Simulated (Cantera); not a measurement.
# Gas-phase reforming

An isothermal, constant-pressure homogeneous reactor starts with CH₄ : H₂O = 1 : 1 (molar parts), at 2125 K and 9750 Torr.

Detailed kinetics in Cantera: GRI-Mech 3.0 (53 species, 325 reactions). The pressure lies above the range GRI-Mech 3.0 was tuned for (to about 10 atm).

```tsv
t (s)	x CH₄	x H₂O	x H₂	x HO₂	x CH₃
1.00e-6	0.442	0.490	0.0371	1.50e-10	0.0134
3.32e-6	0.318	0.451	0.156	1.71e-10	0.0107
1.10e-5	0.183	0.391	0.312	1.03e-10	0.00543
3.67e-5	0.0891	0.344	0.422	7.17e-11	0.00253
0.000122	0.0415	0.297	0.495	5.14e-11	0.00116
0.000405	0.0272	0.228	0.558	2.70e-11	0.000727
0.00135	0.0199	0.140	0.630	8.66e-12	0.000494
0.00447	0.0123	0.0671	0.690	1.78e-12	0.000291
0.0149	0.00680	0.0262	0.725	<1e-12	0.000157
0.0494	0.00350	0.00900	0.740	<1e-12	7.97e-5
0.164	0.00168	0.00296	0.746	<1e-12	3.82e-5
0.545	0.000806	0.00108	0.748	<1e-12	1.82e-5
1.81	0.000555	0.000680	0.748	<1e-12	1.26e-5
6.02	0.000545	0.000664	0.748	<1e-12	1.23e-5
20.0	0.000545	0.000664	0.748	<1e-12	1.23e-5
```
x: mole fraction; the columns are a selection and need not sum to one.

Equilibrium at this temperature and pressure: CH₄ 0.000568, H₂O 0.000699, H₂ 0.748, HO₂ <1e-12, CH₃ 1.29e-5 (gas phase only).
